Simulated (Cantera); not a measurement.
Charge: 1 mol HMDSO, 28 mol H2O, equilibrated at 20.0 Pa.

Method: chemical equilibrium by Gibbs-energy minimisation in Cantera with the NASA 1993 tables (ideal gas, pure condensed phases). Candidate condensed phases: C, C6H6, C7H8, C8H18, H2O, Si, SiC, SiO2; 123 gas species. The feed counts by its element totals alone. Rates play no part. All values below are at 800 K.

Base state: H2 0.521, H2O 0.340, CO2 0.102, CO 0.0372 (mole fractions); condensed: SiO2(α-quartz).

What changes in the equilibrium state with this change: H2O from 28 to 10 mol?


```tsv
species	before	after
H2	0.521	0.742
CO	0.0372	0.218
CO2	0.102	0.0221
H2O	0.340	0.0179
SiO2(α-quartz), mol	2.00	2.00
```

What changes in the equilibrium state with this change: H2O from 28 to 0.52 mol?


```tsv
species	before	after
H2	0.521	1.000
CH4	1.95e-8	0.000269
CO	0.0372	6.45e-8
H2O	0.340	<1e-9
CO2	0.102	<1e-9
SiO2(α-quartz), mol	2.00	0.760
C(graphite), mol	0	4.76
SiC(s), mol	0	1.24
```
